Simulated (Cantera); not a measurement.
## Thermodynamics of tantalum, niobium, vanadium and zirconium in process gases, feed Zr + O2 + N2 + N2O

Input: 1 mol Zr, 0.27 mol O2, 8.7 mol N2, 0.18 mol N2O, equilibrated at 100 Torr.

Equilibrium computed with Cantera from the NASA thermochemical tables; the gas is ideal and each condensed phase is pure. Candidate condensed phases: Zr, ZrN, ZrO2; 13 gas species. Mutual solubility and eutectic melting of coexisting phases are not modelled. ZrN: taken at fixed stoichiometry. Condensed phases not in the tables: solid solutions among these carbides, nitrides and lower oxides. Equilibrium is a limit: real reactors are often held back by kinetics, nucleation or transport.

| T (°C) | log p N2 | log p ZrO | log p ZrO2 | log p Zr | log p N | log p O | n ZrN(s) | n ZrO2(tetragonal) | n ZrO2(s) |
|---|---|---|---|---|---|---|---|---|---|
| 1427 | -0.88 | <-12 | <-12 | <-12 | -11.69 | <-12 | 0.640 | 0.360 | 0 |
| 1527 | -0.88 | -11.75 | -12.73 | <-12 | -10.87 | -12.32 | 0.640 | 0.360 | 0 |
| 1627 | -0.88 | -10.53 | -11.55 | <-12 | -10.14 | -11.37 | 0.640 | 0.360 | 0 |
| 1727 | -0.88 | -9.44 | -10.48 | <-12 | -9.48 | -10.53 | 0.640 | 0.360 | 0 |
| 1827 | -0.88 | -8.46 | -9.52 | -11.74 | -8.89 | -9.76 | 0.640 | 0.360 | 0 |
| 1927 | -0.88 | -7.57 | -8.64 | -10.65 | -8.34 | -9.06 | 0.640 | 0.360 | 0 |
| 2027 | -0.88 | -6.76 | -7.85 | -9.67 | -7.85 | -8.42 | 0.640 | 0.360 | 0 |
| 2127 | -0.88 | -6.01 | -7.12 | -8.76 | -7.39 | -7.84 | 0.640 | 0.360 | 0 |
| 2227 | -0.88 | -5.33 | -6.45 | -7.94 | -6.97 | -7.30 | 0.640 | 0.360 | 0 |
| 2327 | -0.88 | -4.70 | -5.84 | -7.17 | -6.58 | -6.80 | 0.639 | 0.359 | 0 |
| 2427 | -0.88 | -4.12 | -5.27 | -6.46 | -6.23 | -6.34 | 0.638 | 0 | 0.357 |
| 2527 | -0.88 | -3.59 | -4.74 | -5.81 | -5.89 | -5.91 | 0.632 | 0 | 0.350 |
log p: log10 of the partial pressure in bar; n: condensed amount in mol.

From 1427 °C to 2327 °C the condensed part is ZrN(s) + ZrO2(tetragonal). From 2427 °C to 2527 °C the condensed part is ZrN(s) + ZrO2(s).
